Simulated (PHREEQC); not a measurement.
A solution holds 0.015 mol/kgw KH2PO4, 5.2e-05 mol/kgw H2SO4 and 0.013 mol/kgw ZnSO4, at 17 °C. Closed to the air; pH follows from the charge balance.

All values are PHREEQC results (ion-association model, wateq4f.dat), not measurements.

This is a speciation only: nothing precipitates in the calculation.

Question: What pH does the model give?

Answer: pH 4.36.

Question: In which forms is K present?

Answer: K+ 98 %, KSO4- 2.3 % of the K.

H3PO4, which wateq4f.dat lacks, is added to it with the constant of phreeqc.dat. The database has no phosphate complexes of Zn.
